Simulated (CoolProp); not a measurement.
Values from CoolProp's reference Helmholtz-energy equation of state, de Reuck 1990.

Question: For fluorine, give the phase and the cp (kJ/(kg K)), cv (kJ/(kg K)), speed of sound (m/s) at 300 K and 7.14 MPa; 300 K and 13.1 MPa.

Answer: 
- 300 K and 7.14 MPa: supercritical; cp 0.893, cv 0.612, speed of sound 304
- 300 K and 13.1 MPa: supercritical; cp 0.953, cv 0.621, speed of sound 314
